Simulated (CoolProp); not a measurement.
Vapour pressure (MPa) of isopentane: the reference equation beside estimates from Tc = 460.3 K, pc = 3.378 MPa, ω = 0.227. Clausius-Clapeyron is anchored at 368 K with a constant enthalpy of vaporisation of 20.26 kJ/mol.

The numbers come from the reference Helmholtz-energy equation of state, Lemmon 2006 in CoolProp. It is a short technical equation, of lower accuracy than the large ones.

```csv
T (K),reference,Lee-Kesler,Clausius-Clapeyron,van der Waals,Redlich-Kwong
341.8,0.3442,0.3458,0.3884,0.9086,0.4765
350.5,0.4288,0.4313,0.4636,1.026,0.5780
359.3,0.5295,0.5328,0.5497,1.154,0.6952
368,0.6453,0.6494,0.6453,1.291,0.8263
376.7,0.7789,0.7838,0.7519,1.437,0.9736
385.4,0.9321,0.9375,0.8701,1.593,1.138
394.2,1.109,1.114,1.002,1.761,1.322
402.9,1.306,1.312,1.145,1.938,1.523
```

Absolute difference from the reference over all 8 rows, mean and median: Lee-Kesler 0.6 and 0.6 %, Clausius-Clapeyron 7.1 and 7.4 %, van der Waals 98.0 and 92.3 %, Redlich-Kwong 26.9 and 26.5 %.
